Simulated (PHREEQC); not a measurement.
Copper plating or etch bath: an equilibrium model

A solution holds 0.98 mmol/kgw CuCl2 and 2.6 mmol/kgw NaCl, at 20 °C. Closed to the air; pH follows from the charge balance.

All values are PHREEQC results (ion-association model, phreeqc.dat), not measurements.

Precipitation was switched off in this run.

Problem. Estimate the pH, specific conductance.

Solution. pH 5.34; specific conductance 488 µS/cm.

Species that the database lacks are ignored.
